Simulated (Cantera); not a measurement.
What does this Cantera script print?

```python
import numpy as np
import cantera as ct

gas = ct.Solution("h2o2.yaml")
gas.TPX = 1025, 34000, {'H2': 1.3, 'O2': 1, 'N2': 4}
reactor = ct.IdealGasConstPressureReactor(gas, energy="off", clone=False)
net = ct.ReactorNet([reactor])
net.rtol, net.atol = 1e-08, 1e-18
show = ['H2', 'O2', 'OH', 'H2O', 'H2O2']
times = np.geomspace(0.0007, 100, 12)

steps = ct.SolutionArray(gas, extra=["t"])
rows = []
print(f"{'t/s':>10s}{'T/K':>9s}{'P/Pa':>11s}" + "".join(f"{s:>11s}" for s in show))
for t in times:
    while net.time < t:
        t_next = net.step()
        steps.append(gas.state, t=t_next)
    rows.append([np.interp(t, steps.t, y) for y in (steps.T, steps.P, *steps(*show).X.T)])
    print(f"{t:10.3e}{rows[-1][0]:9.1f}{rows[-1][1]:11.4g}" + "".join(f"{x:11.3e}" for x in rows[-1][2:]))
rate = np.gradient(steps.T, steps.t)
print("integrator steps:", len(steps.t))
if steps.T.max() > steps.T[0] + 200:
    print(f"time of steepest temperature rise: {steps.t[rate.argmax()]:.4e} s")
gas.TPX = 1025, 34000, {'H2': 1.3, 'O2': 1, 'N2': 4}
gas.equilibrate("TP")
print(f"equilibrium (TP): T = {gas.T:.1f} K  " + "  ".join(f"{s} {gas[s].X[0]:.3e}" for s in show))
```

Result:

```
       t/s      T/K       P/Pa         H2         O2         OH        H2O       H2O2
 7.000e-04   1025.0    3.4e+04  1.130e-02  6.702e-02  9.734e-04  2.151e-01  5.812e-06
 2.059e-03   1025.0    3.4e+04  2.123e-03  6.288e-02  9.225e-05  2.276e-01  3.365e-06
 6.058e-03   1025.0    3.4e+04  8.383e-04  6.232e-02  2.565e-05  2.291e-01  3.058e-06
 1.782e-02   1025.0    3.4e+04  3.605e-04  6.211e-02  8.741e-06  2.297e-01  1.991e-06
 5.243e-02   1025.0    3.4e+04  1.382e-04  6.201e-02  3.767e-06  2.299e-01  5.649e-07
 1.543e-01   1025.0    3.4e+04  4.128e-05  6.196e-02  1.573e-06  2.300e-01  7.266e-08
 4.538e-01   1025.0    3.4e+04  9.364e-06  6.195e-02  6.891e-07  2.301e-01  5.760e-09
 1.335e+00   1025.0    3.4e+04  1.005e-06  6.195e-02  4.216e-07  2.301e-01  4.809e-10
 3.928e+00   1025.0    3.4e+04  7.041e-09  6.195e-02  3.665e-07  2.301e-01  2.306e-10
 1.155e+01   1025.0    3.4e+04  3.078e-10  6.195e-02  3.217e-07  2.301e-01  1.780e-10
 3.399e+01   1025.0    3.4e+04  2.898e-10  6.195e-02  2.811e-07  2.301e-01  1.370e-10
 1.000e+02   1025.0    3.4e+04  2.886e-10  6.195e-02  2.720e-07  2.301e-01  1.286e-10
integrator steps: 2043
equilibrium (TP): T = 1025.0 K  H2 2.886e-10  O2 6.195e-02  OH 2.720e-07  H2O 2.301e-01  H2O2 1.285e-10
```

Computed with Cantera and the H2/O2 subset of GRI-Mech 3.0, which has no nitrogen chemistry. The temperature is held fixed by assumption; the heat of reaction is taken as removed at once.
